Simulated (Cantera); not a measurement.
A perfectly stirred reactor is fed with 27.0 % H₂, 15.3 % O₂, 57.7 % N₂, equivalence ratio 0.88, at 1.70 bar; it is adiabatic with a 673 K inlet, and is followed from long to short residence time, starting on the burning branch (τ in s: 0.27, 0.09, 0.03, 0.0099, 0.0033, 0.0011, 0.00036, 0.00012, 4e-05, 1.3e-05).

Model: the H2/O2 subset of GRI-Mech 3.0, which has no nitrogen chemistry, integrated in Cantera.

Question: Predict: blow-out, bracketed by the residence times tried; x(H₂) at τ = 0.270 s; x(O₂) at τ = 0.270 s; x(OH) at τ = 0.270 s; x(H₂O) at τ = 0.270 s; x(H₂O₂) at τ = 0.270 s; x(H₂) at τ = 1.10 ms; x(O₂) at τ = 1.10 ms; x(OH) at τ = 1.10 ms; x(H₂O) at τ = 1.10 ms; x(H₂O₂) at τ = 1.10 ms.

Answer: 
```
Property                                                                          Result
------------------------------------------------  --------------------------------------
blow-out, bracketed by the residence times tried  burning at 13.0 µs, the shortest tried
x(H₂) at τ = 0.270 s                                                             0.00940
x(O₂) at τ = 0.270 s                                                              0.0221
x(OH) at τ = 0.270 s                                                              0.0127
x(H₂O) at τ = 0.270 s                                                              0.292
x(H₂O₂) at τ = 0.270 s                                                           4.06e-7
x(H₂) at τ = 1.10 ms                                                              0.0157
x(O₂) at τ = 1.10 ms                                                              0.0243
x(OH) at τ = 1.10 ms                                                              0.0157
x(H₂O) at τ = 1.10 ms                                                              0.281
x(H₂O₂) at τ = 1.10 ms                                                           3.87e-7
```
